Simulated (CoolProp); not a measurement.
Model: reference Helmholtz-energy equation of state, Lemmon 2006, in CoolProp. It is a short technical equation, of lower accuracy than the large ones.

Task: For isohexane, give the phase and the density (kg/m³), cv (kJ/(kg K)), speed of sound (m/s), expansivity (1/kK) at 220.5 K and 0.745 MPa; 228.7 K and 0.745 MPa; 261.4 K and 0.745 MPa.

Result: 
- 220.5 K and 0.745 MPa: liquid; density 717, cv 1.43, speed of sound 1420, expansivity 1.20
- 228.7 K and 0.745 MPa: liquid; density 710, cv 1.46, speed of sound 1370, expansivity 1.21
- 261.4 K and 0.745 MPa: liquid; density 682, cv 1.58, speed of sound 1220, expansivity 1.28
